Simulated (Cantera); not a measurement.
Charge: 1 mol SiC, 0.31 mol N₂O, 3.4 mol H₂, held at 975 °C and 0.510 Pa.

Equilibrium computed with Cantera from the NASA thermochemical tables; the gas is ideal and each condensed phase is pure. Candidate condensed phases: C, C₆H₆, C₇H₈, C₈H₁₈, H₂O, Si, SiC, SiO₂, Si₂N₂O, Si₃N₄; 151 gas species. Mutual solubility and eutectic melting of coexisting phases are not modelled. The numbers say what is thermodynamically allowed, not how fast it happens.

Base state: H₂ 0.889, N₂ 0.0555, CO 0.0533, SiO 0.00226, H 0.000195 (mole fractions); condensed: SiC(s) + Si₂N₂O(s).

Problem. What changes in the equilibrium state with this change: SiC replaced by Si₃N₄?

Solution. 
| species | before | after |
|---|---|---|
| H₂ | 0.889 | 0.891 |
| N₂ | 0.0555 | 0.108 |
| H | 0.000195 | 0.000196 |
| CO | 0.0533 | 0 |
| SiO | 0.00226 | 6.30e-5 |
| SiC(s), mol | 0.796 | 0 |
| Si₂N₂O(s), mol | 0.0976 | 0.310 |
| Si₃N₄(s), mol | 0 | 0.793 |
